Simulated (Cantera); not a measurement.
# Ammonia decomposition in nitride growth gas

A perfectly stirred reactor is fed with 30.3 % NH3, 69.7 % H2, at 188 Torr; it is held at 2275 K, and followed from long to short residence time.

Model: the gas-phase N/H chemistry of the illustrative SiF4/NH3 mechanism in the Surface Chemkin manual (1991), integrated in Cantera. Walls and surfaces, which speed up NH3 decomposition in real reactors, are not modelled.

```json
[
 {"τ (s)": "0.78", "x NH3": "0.00130", "x H2": "0.871", "x H": "0.0121", "x N": "1.20e-5", "x NH": "1.77e-5"},
 {"τ (s)": "0.44", "x NH3": "0.00269", "x H2": "0.873", "x H": "0.00943", "x N": "1.17e-5", "x NH": "2.21e-5"},
 {"τ (s)": "0.25", "x NH3": "0.00664", "x H2": "0.873", "x H": "0.00654", "x N": "9.59e-6", "x NH": "2.62e-5"},
 {"τ (s)": "0.14", "x NH3": "0.0155", "x H2": "0.870", "x H": "0.00461", "x N": "7.86e-6", "x NH": "3.05e-5"},
 {"τ (s)": "0.078", "x NH3": "0.0310", "x H2": "0.861", "x H": "0.00350", "x N": "6.99e-6", "x NH": "3.56e-5"},
 {"τ (s)": "0.044", "x NH3": "0.0544", "x H2": "0.847", "x H": "0.00281", "x N": "6.56e-6", "x NH": "4.12e-5"},
 {"τ (s)": "0.025", "x NH3": "0.0867", "x H2": "0.828", "x H": "0.00233", "x N": "6.30e-6", "x NH": "4.70e-5"},
 {"τ (s)": "0.014", "x NH3": "0.128", "x H2": "0.802", "x H": "0.00198", "x N": "6.09e-6", "x NH": "5.25e-5"},
 {"τ (s)": "0.0078", "x NH3": "0.173", "x H2": "0.775", "x H": "0.00172", "x N": "5.90e-6", "x NH": "5.70e-5"},
 {"τ (s)": "0.0044", "x NH3": "0.213", "x H2": "0.750", "x H": "0.00155", "x N": "5.72e-6", "x NH": "6.00e-5"}
]
```
x: mole fraction; the columns are a selection and need not sum to one.
